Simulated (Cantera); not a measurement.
Input: 1 mol CS2, 1.8 mol H2, 0.094 mol O2, held at 1600000 Pa.

Method: chemical equilibrium by Gibbs-energy minimisation in Cantera with the NASA 1993 tables (ideal gas, pure condensed phases). Candidate condensed phases: C, C6H6, C7H8, C8H18, H2O, H2SO4, S; 123 gas species. Gases not in the tables: S3 to S7. Kinetics and transport are ignored.

Q: What share of the C ends up in condensed phases as a function of T (K), at 923, 998, 1073, 1148, 1223, 1298, 1373?

A: 
```
T (K)  C condensed (%)           as
-----  ---------------  -----------
923               78.4  C(graphite)
998               75.9  C(graphite)
1073              72.7  C(graphite)
1148              69.3  C(graphite)
1223              65.5  C(graphite)
1298              61.6  C(graphite)
1373              57.4  C(graphite)
```
